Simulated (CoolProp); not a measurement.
Vapour-liquid equilibrium of toluene (1) + n-nonane (2) at 334.5 K; x and y are mole fractions of (1).

The numbers come from the multi-fluid Helmholtz-energy mixture model, Lemmon 2006 and Lemmon 2006; pair parameters Bell 2016 in CoolProp.

```json
[
 {"x": "0.05", "bubble pressure, mixture model (MPa)": "…", "bubble pressure, Raoult's law (MPa)": "0.005008", "y, mixture model": "0.252", "y, Raoult's law": "0.195"},
 {"x": "0.2", "bubble pressure, mixture model (MPa)": "0.008581", "bubble pressure, Raoult's law (MPa)": "0.007305", "y, mixture model": "…", "y, Raoult's law": "0.535"},
 {"x": "0.35", "bubble pressure, mixture model (MPa)": "0.01125", "bubble pressure, Raoult's law (MPa)": "0.009602", "y, mixture model": "0.743", "y, Raoult's law": "0.713"},
 {"x": "0.5", "bubble pressure, mixture model (MPa)": "0.01347", "bubble pressure, Raoult's law (MPa)": "0.01190", "y, mixture model": "0.825", "y, Raoult's law": "0.822"},
 {"x": "0.65", "bubble pressure, mixture model (MPa)": "0.01538", "bubble pressure, Raoult's law (MPa)": "0.01420", "y, mixture model": "0.883", "y, Raoult's law": "0.895"},
 {"x": "0.8", "bubble pressure, mixture model (MPa)": "0.01715", "bubble pressure, Raoult's law (MPa)": "0.01649", "y, mixture model": "…", "y, Raoult's law": "0.949"},
 {"x": "0.95", "bubble pressure, mixture model (MPa)": "0.01894", "bubble pressure, Raoult's law (MPa)": "0.01879", "y, mixture model": "0.982", "y, Raoult's law": "0.989"}
]
```

Q: Some entries are withheld; supply them.

A: 
- 0.05, bubble pressure, mixture model (MPa): 0.005401
- 0.2, y, mixture model: 0.598
- 0.8, y, mixture model: 0.932

The largest gap from Raoult's law is +17.5 % in bubble pressure, at x = 0.2. No azeotrope shows between x = 0.05 and 0.95.

Pair parameters are fitted to limited data, so mixtures are less certain than the pure fluids.
